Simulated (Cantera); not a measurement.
Cantera with NASA thermochemical tables; ideal gases at 1 bar, condensed phases pure. Values are per mole of reaction as written; species without (g) are pure solids or liquids, kept so even where they would boil at 1 bar.

### Question
Between 300 and 2675 K, where is each reaction favourable under standard conditions?
- 3 N(g) + 2 O3(g) = 3 NO2(g)
- N2O(g) = O(g) + N2(g)
- 3 O(g) + N2O(g) = 2 NO2(g)

### Answer
- 3 N(g) + 2 O3(g) = 3 NO2(g): ΔG° is -1534 kJ at 300 K and -940 kJ at 2675 K; it stays negative (K > 1). ΔH° is -1654 kJ and ΔS° -267 J/K at 2675 K.
- N2O(g) = O(g) + N2(g): ΔG° is 128 kJ at 300 K and -196 kJ at 2675 K; it changes sign between 300 and 1975 K. ΔH° is 163 kJ and ΔS° 134 J/K at 2675 K.
- 3 O(g) + N2O(g) = 2 NO2(g): ΔG° is -694 kJ at 300 K and -101 kJ at 2675 K; it stays negative (K > 1). ΔH° is -787 kJ and ΔS° -257 J/K at 2675 K.
